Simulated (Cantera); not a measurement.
Input: 1 mol C, 2.9 mol H₂, 2 mol N₂, 0.48 mol H₂O, equilibrated at 0.100 bar.

Equilibrium computed with Cantera from the NASA thermochemical tables; the gas is ideal and each condensed phase is pure. Candidate condensed phases: C, C₆H₆, C₇H₈, C₈H₁₈, H₂O; 169 gas species. Ions and electrons are included (thermal ionisation). Rates play no part.

**Question.** At 4227 °C, list the 4 most abundant gas species with their mole fractions, and the condensed phases.

**Answer.** H 0.687, N₂ 0.195, CO 0.0493, C 0.0427. Condensed: gas only.
